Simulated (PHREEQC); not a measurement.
A column of 0.5 m (40 cells, dispersivity 0.04 m, 3600 s a shift, diffusion coefficient 3e-10 m²/s) holds 0.0085 eq of the database's cation exchanger X per kg of pore water, first in equilibrium with 2.2 mmol/kgw KBr, 59 mmol/kgw ZnCl2 and 0.01 mmol/kgw HCl. It is flushed with 0.0014 mol/kgw CaCl2, 0.0088 mol/kgw Na2SO4 and 1e-05 mol/kgw HCl, at 15 °C. Values are for the last cell. The system is closed to CO2. Nothing may precipitate in this run.

The numbers come from PHREEQC with the ion-association model, phreeqc.dat.

```json
[
 {"pore volumes": "0", "Na in solution (mol/kgw)": "0", "S in solution (mol/kgw)": "0", "Ca in solution (mol/kgw)": "0", "Br in solution (mol/kgw)": "0.00220", "K in solution (mol/kgw)": "0.00220", "NaX on the exchanger (mol/kgw)": "0", "ZnX2 on the exchanger (mol/kgw)": "0.00417"},
 {"pore volumes": "0.2125", "Na in solution (mol/kgw)": "1.20e-7", "S in solution (mol/kgw)": "7.43e-8", "Ca in solution (mol/kgw)": "3.92e-9", "Br in solution (mol/kgw)": "0.00220", "K in solution (mol/kgw)": "0.00220", "NaX on the exchanger (mol/kgw)": "1.71e-9", "ZnX2 on the exchanger (mol/kgw)": "0.00417"},
 {"pore volumes": "0.3125", "Na in solution (mol/kgw)": "1.96e-5", "S in solution (mol/kgw)": "1.13e-5", "Ca in solution (mol/kgw)": "8.50e-7", "Br in solution (mol/kgw)": "0.00220", "K in solution (mol/kgw)": "0.00220", "NaX on the exchanger (mol/kgw)": "2.80e-7", "ZnX2 on the exchanger (mol/kgw)": "0.00417"},
 {"pore volumes": "0.4125", "Na in solution (mol/kgw)": "0.000225", "S in solution (mol/kgw)": "0.000126", "Ca in solution (mol/kgw)": "…", "Br in solution (mol/kgw)": "…", "K in solution (mol/kgw)": "0.00218", "NaX on the exchanger (mol/kgw)": "3.23e-6", "ZnX2 on the exchanger (mol/kgw)": "0.00416"},
 {"pore volumes": "0.6125", "Na in solution (mol/kgw)": "0.00221", "S in solution (mol/kgw)": "0.00120", "Ca in solution (mol/kgw)": "0.000112", "Br in solution (mol/kgw)": "…", "K in solution (mol/kgw)": "0.00195", "NaX on the exchanger (mol/kgw)": "3.38e-5", "ZnX2 on the exchanger (mol/kgw)": "0.00415"},
 {"pore volumes": "0.8125", "Na in solution (mol/kgw)": "0.00595", "S in solution (mol/kgw)": "0.00319", "Ca in solution (mol/kgw)": "0.000287", "Br in solution (mol/kgw)": "0.00140", "K in solution (mol/kgw)": "0.00149", "NaX on the exchanger (mol/kgw)": "0.000106", "ZnX2 on the exchanger (mol/kgw)": "0.00410"},
 {"pore volumes": "0.9125", "Na in solution (mol/kgw)": "0.00790", "S in solution (mol/kgw)": "0.00423", "Ca in solution (mol/kgw)": "0.000361", "Br in solution (mol/kgw)": "…", "K in solution (mol/kgw)": "0.00125", "NaX on the exchanger (mol/kgw)": "0.000155", "ZnX2 on the exchanger (mol/kgw)": "0.00406"},
 {"pore volumes": "1.012", "Na in solution (mol/kgw)": "…", "S in solution (mol/kgw)": "0.00517", "Ca in solution (mol/kgw)": "0.000414", "Br in solution (mol/kgw)": "0.000907", "K in solution (mol/kgw)": "0.00102", "NaX on the exchanger (mol/kgw)": "0.000213", "ZnX2 on the exchanger (mol/kgw)": "0.00402"},
 {"pore volumes": "1.212", "Na in solution (mol/kgw)": "0.0124", "S in solution (mol/kgw)": "0.00665", "Ca in solution (mol/kgw)": "0.000454", "Br in solution (mol/kgw)": "0.000538", "K in solution (mol/kgw)": "0.000651", "NaX on the exchanger (mol/kgw)": "0.000354", "ZnX2 on the exchanger (mol/kgw)": "0.00391"},
 {"pore volumes": "1.413", "Na in solution (mol/kgw)": "0.0142", "S in solution (mol/kgw)": "0.00759", "Ca in solution (mol/kgw)": "0.000431", "Br in solution (mol/kgw)": "0.000303", "K in solution (mol/kgw)": "0.000404", "NaX on the exchanger (mol/kgw)": "0.000527", "ZnX2 on the exchanger (mol/kgw)": "0.00378"},
 {"pore volumes": "1.512", "Na in solution (mol/kgw)": "0.0148", "S in solution (mol/kgw)": "0.00791", "Ca in solution (mol/kgw)": "0.000410", "Br in solution (mol/kgw)": "0.000224", "K in solution (mol/kgw)": "0.000318", "NaX on the exchanger (mol/kgw)": "0.000623", "ZnX2 on the exchanger (mol/kgw)": "0.00370"},
 {"pore volumes": "1.613", "Na in solution (mol/kgw)": "0.0152", "S in solution (mol/kgw)": "0.00814", "Ca in solution (mol/kgw)": "0.000388", "Br in solution (mol/kgw)": "0.000164", "K in solution (mol/kgw)": "0.000251", "NaX on the exchanger (mol/kgw)": "0.000725", "ZnX2 on the exchanger (mol/kgw)": "0.00362"},
 {"pore volumes": "1.812", "Na in solution (mol/kgw)": "0.0159", "S in solution (mol/kgw)": "0.00845", "Ca in solution (mol/kgw)": "0.000352", "Br in solution (mol/kgw)": "8.69e-5", "K in solution (mol/kgw)": "0.000158", "NaX on the exchanger (mol/kgw)": "0.000931", "ZnX2 on the exchanger (mol/kgw)": "0.00344"},
 {"pore volumes": "2.013", "Na in solution (mol/kgw)": "0.0164", "S in solution (mol/kgw)": "0.00862", "Ca in solution (mol/kgw)": "0.000333", "Br in solution (mol/kgw)": "4.53e-5", "K in solution (mol/kgw)": "0.000102", "NaX on the exchanger (mol/kgw)": "0.00113", "ZnX2 on the exchanger (mol/kgw)": "0.00326"},
 {"pore volumes": "2.112", "Na in solution (mol/kgw)": "0.0165", "S in solution (mol/kgw)": "0.00867", "Ca in solution (mol/kgw)": "0.000330", "Br in solution (mol/kgw)": "…", "K in solution (mol/kgw)": "8.21e-5", "NaX on the exchanger (mol/kgw)": "0.00121", "ZnX2 on the exchanger (mol/kgw)": "0.00317"},
 {"pore volumes": "2.212", "Na in solution (mol/kgw)": "0.0167", "S in solution (mol/kgw)": "0.00871", "Ca in solution (mol/kgw)": "…", "Br in solution (mol/kgw)": "2.34e-5", "K in solution (mol/kgw)": "6.66e-5", "NaX on the exchanger (mol/kgw)": "0.00129", "ZnX2 on the exchanger (mol/kgw)": "0.00308"},
 {"pore volumes": "2.413", "Na in solution (mol/kgw)": "0.0169", "S in solution (mol/kgw)": "0.00875", "Ca in solution (mol/kgw)": "0.000350", "Br in solution (mol/kgw)": "1.19e-5", "K in solution (mol/kgw)": "4.42e-5", "NaX on the exchanger (mol/kgw)": "0.00143", "ZnX2 on the exchanger (mol/kgw)": "0.00290"},
 {"pore volumes": "2.612", "Na in solution (mol/kgw)": "0.0171", "S in solution (mol/kgw)": "0.00878", "Ca in solution (mol/kgw)": "0.000383", "Br in solution (mol/kgw)": "6.08e-6", "K in solution (mol/kgw)": "2.95e-5", "NaX on the exchanger (mol/kgw)": "0.00152", "ZnX2 on the exchanger (mol/kgw)": "0.00272"},
 {"pore volumes": "2.712", "Na in solution (mol/kgw)": "0.0172", "S in solution (mol/kgw)": "0.00878", "Ca in solution (mol/kgw)": "…", "Br in solution (mol/kgw)": "4.33e-6", "K in solution (mol/kgw)": "2.42e-5", "NaX on the exchanger (mol/kgw)": "0.00156", "ZnX2 on the exchanger (mol/kgw)": "0.00262"},
 {"pore volumes": "2.812", "Na in solution (mol/kgw)": "0.0173", "S in solution (mol/kgw)": "0.00879", "Ca in solution (mol/kgw)": "0.000430", "Br in solution (mol/kgw)": "3.08e-6", "K in solution (mol/kgw)": "1.98e-5", "NaX on the exchanger (mol/kgw)": "0.00159", "ZnX2 on the exchanger (mol/kgw)": "0.00253"},
 {"pore volumes": "3.013", "Na in solution (mol/kgw)": "0.0174", "S in solution (mol/kgw)": "0.00879", "Ca in solution (mol/kgw)": "0.000487", "Br in solution (mol/kgw)": "1.56e-6", "K in solution (mol/kgw)": "1.32e-5", "NaX on the exchanger (mol/kgw)": "0.00164", "ZnX2 on the exchanger (mol/kgw)": "0.00233"}
]
```

Q: Some entries are withheld; supply them.

A: 
- 0.4125, Ca in solution (mol/kgw): 1.09e-5
- 0.4125, Br in solution (mol/kgw): 0.00217
- 0.6125, Br in solution (mol/kgw): 0.00190
- 0.9125, Br in solution (mol/kgw): 0.00114
- 1.012, Na in solution (mol/kgw): 0.00967
- 2.112, Br in solution (mol/kgw): 3.26e-5
- 2.212, Ca in solution (mol/kgw): 0.000332
- 2.712, Ca in solution (mol/kgw): 0.000405

Species that the database lacks are ignored.
